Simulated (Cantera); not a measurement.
## Transport properties of process gases

Gas mixture: 25.2 % N₂, 74.8 % O₂, at 310000 Pa, frozen composition.

Cantera's kinetic-theory transport with the Lennard-Jones parameters of GRI-Mech 3.0, ideal gas; thermal conductivity in the multicomponent form.

```json
[
 {"T (K)": "400", "ρ (kg/m³)": "2.89", "cp (J/kg/K)": "965.3", "μ (µPa s)": "24.8", "λ (mW/m/K)": "33.6", "Pr": "0.712", "D (cm²/s) CH₄": "0.123", "D (cm²/s) H₂": "0.426", "D (cm²/s) O": "0.177"},
 {"T (K)": "550", "ρ (kg/m³)": "2.10", "cp (J/kg/K)": "1005", "μ (µPa s)": "31.0", "λ (mW/m/K)": "43.9", "Pr": "0.710", "D (cm²/s) CH₄": "0.213", "D (cm²/s) H₂": "0.728", "D (cm²/s) O": "0.304"},
 {"T (K)": "700", "ρ (kg/m³)": "1.65", "cp (J/kg/K)": "1046", "μ (µPa s)": "36.6", "λ (mW/m/K)": "53.9", "Pr": "0.710", "D (cm²/s) CH₄": "0.322", "D (cm²/s) H₂": "1.09", "D (cm²/s) O": "0.457"},
 {"T (K)": "850", "ρ (kg/m³)": "1.36", "cp (J/kg/K)": "1080", "μ (µPa s)": "41.6", "λ (mW/m/K)": "63.4", "Pr": "0.709", "D (cm²/s) CH₄": "0.447", "D (cm²/s) H₂": "1.50", "D (cm²/s) O": "0.632"},
 {"T (K)": "1000", "ρ (kg/m³)": "1.16", "cp (J/kg/K)": "1108", "μ (µPa s)": "46.3", "λ (mW/m/K)": "72.4", "Pr": "0.709", "D (cm²/s) CH₄": "0.587", "D (cm²/s) H₂": "1.97", "D (cm²/s) O": "0.829"},
 {"T (K)": "1150", "ρ (kg/m³)": "1.00", "cp (J/kg/K)": "1128", "μ (µPa s)": "50.7", "λ (mW/m/K)": "80.8", "Pr": "0.709", "D (cm²/s) CH₄": "0.741", "D (cm²/s) H₂": "2.48", "D (cm²/s) O": "1.05"},
 {"T (K)": "1300", "ρ (kg/m³)": "0.889", "cp (J/kg/K)": "1146", "μ (µPa s)": "54.9", "λ (mW/m/K)": "88.9", "Pr": "0.708", "D (cm²/s) CH₄": "0.910", "D (cm²/s) H₂": "3.04", "D (cm²/s) O": "1.28"}
]
```
D: mixture-averaged diffusion coefficient of that species in the mixture.
